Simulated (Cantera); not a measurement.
Input: 1 mol SiH₂Cl₂, 1.7 mol N₂, at 848 K and 0.100 bar.

These are equilibrium values from Cantera (NASA tables, ideal gas, pure condensed phases), not measurements of a reactor. Candidate condensed phases: NH₄Cl, Si, Si₃N₄; 28 gas species. N₂ is the only nitrogen source here; it is nearly inert below about 1500 K, so the nitride shown seldom forms there in practice. Kinetics and transport are ignored.

Base state: N₂ 0.417, HCl 0.290, H₂ 0.195, SiCl₄ 0.0975, SiHCl₃ 0.000106, NH₃ 1.05e-5 (mole fractions); condensed: Si₃N₄(s).

**Question.** What changes in the equilibrium state with this change: 1.1 mol NH₃ added?

**Answer.** 
| species | before | after |
|---|---|---|
| H₂ | 0.195 | 0.372 |
| N₂ | 0.417 | 0.323 |
| HCl | 0.290 | 0.278 |
| SiCl₄ | 0.0975 | 0.0268 |
| NH₃ | 1.05e-5 | 2.44e-5 |
| SiHCl₃ | 0.000106 | 5.81e-5 |
| Si₃N₄(s), mol | 0.238 | 0.287 |
